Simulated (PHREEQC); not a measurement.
A PHREEQC input (ion-association model, phreeqc.dat):

```
SOLUTION 1
  temp 25
  units percent
  pH 6.3
  pe 12.6
  Na 26.9
  K 15
  Ca 33.2
  Mg 7.37
  Cl 43.3
  S(6) 6.26 as SO4
  Alkalinity 151 as HCO3
  Cd 1.7
  Zn 0.0315
END
USE solution 1
EQUILIBRIUM_PHASES 1
  Quartz 0 0.5
  CO2(g) -3.4 10
END
```

It stops with these messages:

```
ERROR: Calculations terminating due to input errors.
```

The fault: a unit that the program doesn't know. The line should read `units mg/L` where the input has `units percent`. With the mend the run ends at pH 8.54 and ionic strength 0.00489 mol/kgw.
